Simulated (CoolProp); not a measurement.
1000 sccm (0 °C, 1 atm) of nitrogen bubbles through liquid n-nonane at 311 K and leaves saturated at a total pressure of 0.0143 MPa (ideal gas phase). Each further row changes one setting.

The numbers come from the reference Helmholtz-energy equation of state, Lemmon 2006 in CoolProp. It is a short technical equation, of lower accuracy than the large ones.

```csv
case,vapour pressure (kPa),mole fraction of vapour,delivery (mg/min),delivery (sccm),change of delivery for a bath 1 K warmer (%)
as stated,1.25,(withheld),549,96.0,6.4
bath temperature 316 K,1.65,(withheld),(withheld),131,6.4
total pressure 0.0286 MPa,1.25,0.0438,262,45.8,(withheld)
```

**Question.** Some entries are withheld; supply them.

**Answer.** 
- as stated, mole fraction of vapour: 0.0876
- bath temperature 316 K, mole fraction of vapour: 0.116
- bath temperature 316 K, delivery (mg/min): 749
- total pressure 0.0286 MPa, change of delivery for a bath 1 K warmer (%): 6.1
